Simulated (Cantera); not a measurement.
Input (Python, Cantera):

```python
import numpy as np
import cantera as ct

gas = ct.Solution("h2o2.yaml")
gas.TPX = 450, 840000, {'H2': 1, 'O2': 0.227, 'N2': 0.855}
flame = ct.FreeFlame(gas, width=0.009)
flame.set_refine_criteria(ratio=3, slope=0.08, curve=0.16)
flame.transport_model = "unity-Lewis-number"
flame.solve(loglevel=0, auto=True)
z, T = flame.grid, flame.T
thick = (T[-1] - T[0]) / np.gradient(T, z).max()
show = ['H2', 'O2', 'H2O2', 'OH', 'O', 'H2O']
print(f"laminar burning velocity  {flame.velocity[0] * 100:.3f} cm/s")
print(f"burnt temperature         {T[-1]:.1f} K")
print(f"thermal thickness         {thick * 1e3:.4f} mm")
print(f"grid points               {len(z)}")
z0 = z[flame.heat_release_rate.argmax()]
print(f"{'z/mm':>9s}{'T/K':>9s}{'u/(m/s)':>9s}" + "".join(f"{s:>11s}" for s in show))
rows = []
for k in (-3, -2, -1.5, -1, -0.5, -0.25, 0, 0.25, 0.5, 1, 2, 4, 8):
    zz = z0 + k * thick
    rows.append([k * thick, np.interp(zz, z, T), np.interp(zz, z, flame.velocity),
                 *(np.interp(zz, z, flame.X[gas.species_index(s)]) for s in show)])
    print(f"{rows[-1][0] * 1e3:9.3f}{rows[-1][1]:9.1f}{rows[-1][2]:9.3f}" + "".join(f"{x:11.3e}" for x in rows[-1][3:]))
```

It prints:

```
laminar burning velocity  297.521 cm/s
burnt temperature         2116.1 K
thermal thickness         0.0314 mm
grid points               108
     z/mm      T/K  u/(m/s)         H2         O2       H2O2         OH          O        H2O
   -0.094    450.1    2.976  4.803e-01  1.090e-01  5.282e-08  1.994e-12  1.713e-10  1.467e-05
   -0.063    451.0    2.982  4.802e-01  1.090e-01  4.467e-07  3.601e-11  2.500e-09  1.248e-04
   -0.047    453.7    2.999  4.800e-01  1.088e-01  1.577e-06  2.490e-10  1.252e-08  4.466e-04
   -0.031    474.8    3.134  4.780e-01  1.076e-01  9.882e-06  9.987e-09  1.624e-07  3.021e-03
   -0.016    694.2    4.520  4.571e-01  9.488e-02  5.765e-05  1.825e-05  1.199e-05  3.031e-02
   -0.008   1049.4    6.679  4.178e-01  7.254e-02  6.017e-05  3.601e-04  1.520e-04  7.942e-02
    0.000   1433.5    8.895  3.560e-01  4.139e-02  1.617e-05  1.064e-03  6.582e-04  1.472e-01
    0.008   1676.4   10.229  3.052e-01  1.735e-02  2.767e-06  1.872e-03  7.599e-04  1.987e-01
    0.016   1802.5   10.899  2.835e-01  6.379e-03  1.364e-06  2.259e-03  4.910e-04  2.229e-01
    0.031   1915.0   11.477  2.777e-01  9.825e-04  5.281e-07  2.180e-03  2.081e-04  2.362e-01
    0.063   1997.1   11.888  2.829e-01  7.838e-05  1.854e-07  1.590e-03  7.913e-05  2.404e-01
    0.126   2051.5   12.156  2.878e-01  1.190e-05  6.915e-08  9.777e-04  2.615e-05  2.423e-01
    0.251   2082.9   12.309  2.908e-01  3.465e-06  2.467e-08  5.589e-04  8.043e-06  2.434e-01
```

Cantera simulation using the H2/O2 subset of GRI-Mech 3.0, which has no nitrogen chemistry; the numbers are that mechanism's predictions, not measurements. The hydrogen kinetics of GRI-Mech 3.0 are dated; newer H2 mechanisms differ, most at raised pressure. Unity Lewis numbers drop preferential diffusion, which matters most where H2 and H carry the flame. Burning velocities carry a grid error of a few per cent, more on coarse grids.
